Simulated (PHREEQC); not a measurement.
Consider water at 45 °C with 0.049 mol/kgw BaCl2, 0.013 mol/kgw CO2 and 7.1e-05 mol/kgw H4SiO4. Closed to the air; pH follows from the charge balance.

Model: ion-association model, wateq4f.dat, run in PHREEQC.

| Item | Result |
|---|---|
| pH | 4.02 |
| ionic strength | 0.147 mol/kgw |

```csv
species,molality,activity,log γ
Cl-,0.0980,0.0713,-0.138
Ba+2,0.0490,0.0156,-0.496
CO2,0.0129,0.0133,0.015
H+,0.000120,9.64e-5,-0.095
HCO3-,9.34e-5,7.08e-5,-0.120
H4SiO4,7.10e-5,7.34e-5,0.015
BaHCO3+,2.64e-5,1.99e-5,-0.123
```

This is a speciation only: nothing precipitates in the calculation. Species that the database lacks are ignored. At this temperature some constants are extrapolated from 25 °C, and those without enthalpy data are left unchanged.
